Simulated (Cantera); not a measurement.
A jet of H₂ : O₂ : N₂ = 0.022 : 0.065 : 0.79 (molar parts) at 300 K and 0.0385 atm hits a platinum plate 9.1 cm away at a mass flux of 0.045 kg/m²/s; the plate temperature is set and raised in steps from an oxygen-covered start.

Computed with Cantera and Deutschmann's 1995 Pt surface mechanism with GRI-Mech 3.0 gas chemistry. Catalytic surfaces can have several steady states; this one follows from the mechanism file's or the stated starting coverage.

x: mole fraction at the wall; θ: surface coverage.

| plate T (K) | wall x H₂ | wall x O₂ | wall x H₂O | wall x OH | θ free Pt | θ O* | θ OH* |
|---|---|---|---|---|---|---|---|
| 500 | 0.00247 | 0.0494 | 0.0450 | <1e-8 | 0.0731 | 0.913 | 0.0140 |
| 550 | 0.00246 | 0.0495 | 0.0446 | <1e-8 | 0.0772 | 0.915 | 0.00797 |
| 600 | 0.00245 | 0.0496 | 0.0443 | <1e-8 | 0.0812 | 0.914 | 0.00496 |
| 650 | 0.00243 | 0.0497 | 0.0440 | <1e-8 | 0.0856 | 0.911 | 0.00331 |
| 700 | 0.00231 | 0.0496 | 0.0439 | <1e-8 | [?] | 0.903 | [?] |
| 750 | [?] | 0.0493 | 0.0444 | <1e-8 | [?] | 0.880 | [?] |
| 800 | 0.00149 | 0.0489 | 0.0450 | <1e-8 | 0.163 | 0.836 | 0.00166 |
| 850 | 0.00114 | 0.0486 | 0.0455 | 1.72e-8 | 0.223 | 0.775 | 0.00146 |

### Question
Complete the blanks.

### Answer

- 700, θ free Pt: 0.0943
- 700, θ OH*: 0.00239
- 750, wall x H₂: 0.00195
- 750, θ free Pt: 0.118
- 750, θ OH*: 0.00192
